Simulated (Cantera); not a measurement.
Mixture: 5.43 % CH3OH, 14.8 % O2, 79.8 % N2, equivalence ratio 0.55, at 13.0 bar, adiabatic and at constant volume. Ignition delay is the time to a rise of 400 K.

Cantera simulation using GRI-Mech 3.0 (53 species, 325 reactions); the numbers are that mechanism's predictions, not measurements. GRI-Mech 3.0 was tuned for natural gas; its chemistry of methanol as a main component is partial and can be far from experiment. The pressure lies above the range GRI-Mech 3.0 was tuned for (to about 10 atm).

**Question.** Predict: delay at 1050 K; delay at 1150 K; delay at 1250 K; delay at 1350 K; delay at 1450 K; delay at 1550 K; apparent activation energy between 1350 and 1550 K.

**Answer.** 
```
Item                                                    Result
--------------------------------------------------  ----------
delay at 1050 K                                        28.1 ms
delay at 1150 K                                        3.69 ms
delay at 1250 K                                       0.680 ms
delay at 1350 K                                       0.167 ms
delay at 1450 K                                        52.9 µs
delay at 1550 K                                        20.5 µs
apparent activation energy between 1350 and 1550 K  180 kJ/mol
```
